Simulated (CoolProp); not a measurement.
Vapour-liquid equilibrium of R125 (1) + R227EA (2) at 181.9 K; x and y are mole fractions of (1).

The numbers come from the multi-fluid Helmholtz-energy mixture model, Lemmon 2005 and Lemmon 2016; pair parameters Bell 2016 in CoolProp.

Problem. Give the bubble pressure and the first vapour's composition at x = 0.05, 0.5, 0.575. Is there an azeotrope?

Solution. x = 0.05: 0.001027 MPa, y = 0.326; x = 0.5: 0.003720 MPa, y = 0.901; x = 0.575: 0.004154 MPa, y = 0.924. No azeotrope shows between x = 0.05 and 0.95.

Pair parameters are fitted to limited data, so mixtures are less certain than the pure fluids.
